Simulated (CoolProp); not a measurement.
Vapour-liquid equilibrium of n-heptane (1) + m-xylene (2) at 0.0152 MPa; x and y are mole fractions of (1).

The numbers come from the multi-fluid Helmholtz-energy mixture model, Span 2003 and Zhou 2012; pair parameters Bell 2016 in CoolProp.

```
x     bubble temperature, mixture model (°C)  bubble temperature, Raoult's law (°C)  y, mixture model  y, Raoult's law
----  --------------------------------------  -------------------------------------  ----------------  ---------------
0.05                                    75.3                                   76.7               ___            0.168
0.2                                     65.5                                   68.3               ___            0.502
0.35                                     ___                                   61.9               ___            0.693
0.5                                     55.0                                   56.7               ___            0.813
0.65                                    51.4                                   52.5             0.880            0.892
0.8                                     48.4                                   48.9             0.937            0.948
0.95                                    45.7                                   45.8             0.985            0.989
```

Q: Some entries are withheld; supply them.

A: 
- 0.05, y, mixture model: 0.212
- 0.2, y, mixture model: 0.549
- 0.35, bubble temperature, mixture model (°C): 59.4
- 0.35, y, mixture model: 0.710
- 0.5, y, mixture model: 0.809

The largest gap from Raoult's law is -2.8 K in bubble temperature, at x = 0.2. No azeotrope shows between x = 0.05 and 0.95.

The pair parameters rest on a limited set of measurements; away from them the model extrapolates.
